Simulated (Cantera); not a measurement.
An isothermal, constant-pressure homogeneous reactor starts with NO : N₂ = 1 : 1.2 (molar parts), at 2100 K and 105 Torr. Integrator tolerance rtol = 1e-08.

Computed with Cantera and GRI-Mech 3.0 (53 species, 325 reactions).

```csv
quantity,before,after
x(NO) at 1.00 s,0.199 (gas-phase equilibrium 0.0101),0.436 (gas-phase equilibrium 0.00461)
x(O₂) at 1.00 s,0.127 (gas-phase equilibrium 0.221),0.00923 (gas-phase equilibrium 0.225)
x(NO₂) at 1.00 s,8.51e-5 (gas-phase equilibrium 5.70e-6),9.53e-5 (gas-phase equilibrium 4.26e-6)
x(O) at 1.00 s,0.00136 (gas-phase equilibrium 0.00176),5.27e-5 (gas-phase equilibrium 0.000192)
x(N₂O) at 1.00 s,1.47e-5 (gas-phase equilibrium 2.09e-7),7.51e-5 (gas-phase equilibrium 9.78e-8)
x(N₂) at 1.00 s,0.672 (gas-phase equilibrium 0.767),0.555 (gas-phase equilibrium 0.770)
```

### Question
Which change was made?
A. temperature 2100 to 2025 K
B. temperature 2100 to 1425 K
C. temperature 2100 to 1823 K
D. NO 1 to 0.55 parts

### Answer
C, temperature 2100 to 1823 K
